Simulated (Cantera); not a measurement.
Feed: 1 mol SiCl₄, 8.5 mol N₂O, 2.6 mol N₂, at 0.00133 bar.

Equilibrium computed with Cantera from the NASA thermochemical tables; the gas is ideal and each condensed phase is pure. Candidate condensed phases: Si, SiO₂, Si₂N₂O, Si₃N₄; 23 gas species. The numbers say what is thermodynamically allowed, not how fast it happens. All values below are at 1000 K.

Base state: N₂ 0.678, O₂ 0.198, Cl₂ 0.120, Cl 0.00369, NO 2.82e-5 (mole fractions); condensed: SiO₂(β-quartz).

Q: What changes in the equilibrium state with this change: pressure from 0.00133 bar to 0.000320 bar?

A: 
```json
[
 {"species": "N₂", "before": "0.678", "after": "0.676"},
 {"species": "O₂", "before": "0.198", "after": "0.198"},
 {"species": "Cl₂", "before": "0.120", "after": "0.118"},
 {"species": "Cl", "before": "0.00369", "after": "0.00746"},
 {"species": "NO", "before": "2.82e-5", "after": "2.81e-5"},
 {"species": "SiO₂(β-quartz), mol", "before": "1.00", "after": "1.00"}
]
```
